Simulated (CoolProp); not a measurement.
The fluid at 298.15 K and 0.645 MPa expands adiabatically to 0.0622 MPa with isentropic efficiency 0.7. The same conditions are run with several fluids, on thermodynamics alone (safety and materials aside).

Computed with CoolProp (reference Helmholtz-energy equation of state of each fluid (ammonia: Gao 2020; fluorine: de Reuck 1990; carbon monoxide: Lemmon 2006; hydrogen sulfide: Lemmon 2006)).

| fluid | work (kJ/kg) | final temperature (K) | final phase | final density (kg/m³) |
|---|---|---|---|---|
| ammonia | 186 | … | … | 0.598 |
| fluorine | … | … | gas | 1.43 |
| carbon monoxide | … | 195.7 | gas | 1.07 |
| hydrogen sulfide | 89.3 | 203.7 | two-phase, vapour fraction 0.991 | … |

Problem. What belongs in the gaps?

Solution. 
- ammonia, final temperature (K): 230.5
- ammonia, final phase: two-phase, vapour fraction 0.943
- fluorine, work (kJ/kg): 78.6
- fluorine, final temperature (K): 199.1
- carbon monoxide, work (kJ/kg): 105
- hydrogen sulfide, final density (kg/m³): 1.28
